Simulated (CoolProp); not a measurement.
Properties of n-perfluorobutane along the isotherm 157.75 °C.

Computed with CoolProp (reference Helmholtz-energy equation of state, Gao 2022).

```json
[
 {"p (bar)": "0.184", "phase": "gas", "Z": "0.9983", "cp (kJ/(kg K))": "0.9710", "cv (kJ/(kg K))": "0.9357", "speed of sound (m/s)": "124.8", "Joule-Thomson coefficient (K/MPa)": "5.417", "fugacity coefficient": "0.9983"},
 {"p (bar)": "0.348", "phase": "gas", "Z": "0.9967", "cp (kJ/(kg K))": "0.9714", "cv (kJ/(kg K))": "0.9358", "speed of sound (m/s)": "124.6", "Joule-Thomson coefficient (K/MPa)": "5.430", "fugacity coefficient": "0.9968"},
 {"p (bar)": "0.66", "phase": "gas", "Z": "0.9938", "cp (kJ/(kg K))": "0.9721", "cv (kJ/(kg K))": "0.9360", "speed of sound (m/s)": "124.3", "Joule-Thomson coefficient (K/MPa)": "5.455", "fugacity coefficient": "0.9939"},
 {"p (bar)": "1.25", "phase": "gas", "Z": "0.9882", "cp (kJ/(kg K))": "0.9736", "cv (kJ/(kg K))": "0.9364", "speed of sound (m/s)": "123.6", "Joule-Thomson coefficient (K/MPa)": "5.504", "fugacity coefficient": "0.9884"},
 {"p (bar)": "2.37", "phase": "gas", "Z": "0.9775", "cp (kJ/(kg K))": "0.9766", "cv (kJ/(kg K))": "0.9371", "speed of sound (m/s)": "122.4", "Joule-Thomson coefficient (K/MPa)": "5.600", "fugacity coefficient": "0.9780"},
 {"p (bar)": "4.5", "phase": "gas", "Z": "0.9567", "cp (kJ/(kg K))": "0.9828", "cv (kJ/(kg K))": "0.9385", "speed of sound (m/s)": "120.0", "Joule-Thomson coefficient (K/MPa)": "5.794", "fugacity coefficient": "0.9583"},
 {"p (bar)": "8.52", "phase": "gas", "Z": "0.9154", "cp (kJ/(kg K))": "0.9972", "cv (kJ/(kg K))": "0.9416", "speed of sound (m/s)": "115.2", "Joule-Thomson coefficient (K/MPa)": "6.205", "fugacity coefficient": "0.9213"},
 {"p (bar)": "16.2", "phase": "gas", "Z": "0.8287", "cp (kJ/(kg K))": "1.040", "cv (kJ/(kg K))": "0.9491", "speed of sound (m/s)": "105.2", "Joule-Thomson coefficient (K/MPa)": "7.158", "fugacity coefficient": "0.8516"},
 {"p (bar)": "30.6", "phase": "supercritical", "Z": "0.6384", "cp (kJ/(kg K))": "1.249", "cv (kJ/(kg K))": "0.9711", "speed of sound (m/s)": "86.03", "Joule-Thomson coefficient (K/MPa)": "8.953", "fugacity coefficient": "0.7246"},
 {"p (bar)": "58.1", "phase": "supercritical", "Z": "0.4663", "cp (kJ/(kg K))": "1.405", "cv (kJ/(kg K))": "0.9843", "speed of sound (m/s)": "115.8", "Joule-Thomson coefficient (K/MPa)": "2.918", "fugacity coefficient": "0.5318"}
]
```
